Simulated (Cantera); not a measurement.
**C2F6 + HCl (fluorocarbon and chlorocarbon gases)**

Charge: 1 mol C2F6, 0.47 mol HCl, equilibrated at 0.0100 bar.

These are equilibrium values from Cantera (NASA tables, ideal gas, pure condensed phases), not measurements of a reactor. Candidate condensed phases: C, C6H6, C7H8, C8H18; 118 gas species. The feed counts by its element totals alone. Gases not in the tables: C2F6 and larger saturated fluorocarbons. Kinetics and transport are ignored.

```
T (K)  log p F  log p CF4  log p CF2  log p HF  log p Cl  log p CF  log p CF3  log p Cl2  n C(graphite)
-----  -------  ---------  ---------  --------  --------  --------  ---------  ---------  -------------
1723     -4.83      -2.23      -4.23     -2.70     -2.74     -7.86      -5.15      -4.14          0.608
1823     -4.31      -2.24      -3.77     -2.70     -2.72     -7.06      -4.79      -4.53          0.598
1923     -3.84      -2.26      -3.37     -2.71     -2.72     -6.35      -4.47      -4.91          0.572
2023     -3.43      -2.31      -3.03     -2.73     -2.73     -5.72      -4.20      -5.28          0.518
2123     -3.07      -2.42      -2.74     -2.77     -2.77     -5.16      -4.01      -5.66          0.420
2223     -2.77      -2.62      -2.55     -2.83     -2.83     -4.68      -3.92      -6.07          0.282
2323     -2.54      -2.99      -2.45     -2.91     -2.91     -4.29      -3.97      -6.49          0.190
2423     -2.39      -3.54      -2.48     -2.98     -2.98     -3.98      -4.17      -6.86          0.283
2523     -2.28      -4.21      -2.58     -3.03     -3.03     -3.74      -4.49      -7.18          0.536
2623     -2.21      -4.94      -2.73     -3.06     -3.06     -3.54      -4.86      -7.45          0.816
2723     -2.17      -5.70      -2.91     -3.09     -3.09     -3.39      -5.27      -7.69           1.03
2823     -2.15      -6.48      -3.12     -3.11     -3.11     -3.26      -5.70      -7.90           1.12
```
log p: log10 of the partial pressure in bar; n: condensed amount in mol.

From 1723 K to 2823 K the condensed part is C(graphite). The main C-bearing gas is CF4 at 1723 K and CF2 at 2823 K. The share of C in condensed phases is highest at 2823 K (55.8 %) and lowest at 2323 K (9.5 %).
